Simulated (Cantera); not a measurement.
Input (Python, Cantera) and output of one run.

```python
import numpy as np
import cantera as ct

gas_names = [...]  # 136 gases of nasa_gas.yaml made of C, H, N, O
cond_names = """
    C(gr) C6H6(L) C7H8(L) C8H18(L),n-octa H2O(s) H2O(L)
""".split()


# ... load() reads the species with a 1 bar reference pressure and builds the phases ...
atoms = {
    'CH3OH': {'C': 1, 'H': 4, 'O': 1},
    'O2': {'O': 2},
    'N2': {'N': 2},
}
top_T = {'C(gr)': 4500}  # K; cautious upper limits of use, not melting points


# ... equilibrate(T, P, feed) seeds the gas with the atoms and calls Mixture.equilibrate('TP', solver="vcs", rtol=1e-11, max_steps=5000) ...
results = []
feed = {'CH3OH': 1, 'O2': 0.043, 'N2': 0.3}  # mol
T = 2075  # K
P = 101325  # Pa
mix = equilibrate(T, P, feed)
results.append((T, P, feed, dict(zip(mix.species_names, mix.species_moles))))
x = sorted(zip(gas.X, gas.species_names), reverse=True)
print(f"T = {T:g} K  P = {P:g} Pa  gas = {mix.phase_moles(0):.4g} mol")
print("   x: " + "  ".join(f"{s} {v:.3e}" for v, s in x if v > 0.001))
print("   condensed (mol): " + ("  ".join(f"{mix.phase(i).name} {mix.phase_moles(i):.4g}"
      for i in range(1, mix.n_phases) if mix.phase_moles(i) > 1e-12) or "none"))
```

Output:

```
T = 2075 K  P = 101325 Pa  gas = 3.303 mol
   x: H2 5.809e-01  CO 3.002e-01  N2 9.081e-02  H2O 2.352e-02  CO2 2.505e-03  H 2.017e-03
   condensed (mol): none
```

These are equilibrium values from Cantera (NASA tables, ideal gas, pure condensed phases), not measurements of a reactor.
